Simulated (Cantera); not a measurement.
Thermodynamics of carbon deposition, reforming and gasification, feed C₆H₆ + H₂

A closed system holds: 1 mol C₆H₆, 70 mol H₂, equilibrated at 203 Torr.

Method: chemical equilibrium by Gibbs-energy minimisation in Cantera with the NASA 1993 tables (ideal gas, pure condensed phases). Candidate condensed phases: C, C₆H₆, C₇H₈, C₈H₁₈; 76 gas species. Kinetics and transport are ignored.

At 800 K nothing is condensed. From 1000 K to 2600 K the condensed part is C(graphite). The main C-bearing gas is CH₄ at 800 K and C₂H₂ (acetylene) at 2600 K. The share of C in condensed phases is highest at 1600 K (99.4 %) and lowest at 800 K (0.0 %).

| T (K) | x H₂ | x CH₄ | x H | x C₂H₂ (acetylene) | n C(graphite) |
|---|---|---|---|---|---|
| 800 | 0.910 | 0.0896 | 5.32e-12 | <1e-12 | 0 |
| 1000 | 0.975 | 0.0245 | 4.31e-9 | 1.11e-9 | 4.25 |
| 1200 | 0.996 | 0.00423 | 3.79e-7 | 1.02e-7 | 5.69 |
| 1400 | 0.999 | 0.00116 | 9.36e-6 | 2.52e-6 | 5.91 |
| 1600 | 0.999 | 0.000440 | 0.000105 | 2.75e-5 | 5.96 |
| 1800 | 0.999 | 0.000207 | 0.000689 | 0.000175 | 5.96 |
| 2000 | 0.996 | 0.000114 | 0.00312 | 0.000765 | 5.88 |
| 2200 | 0.987 | 6.91e-5 | 0.0108 | 0.00253 | 5.62 |
| 2400 | 0.963 | 4.45e-5 | 0.0300 | 0.00671 | 4.99 |
| 2600 | 0.914 | 2.90e-5 | 0.0706 | 0.0148 | 3.70 |
x: gas mole fraction; n: condensed amount in mol.
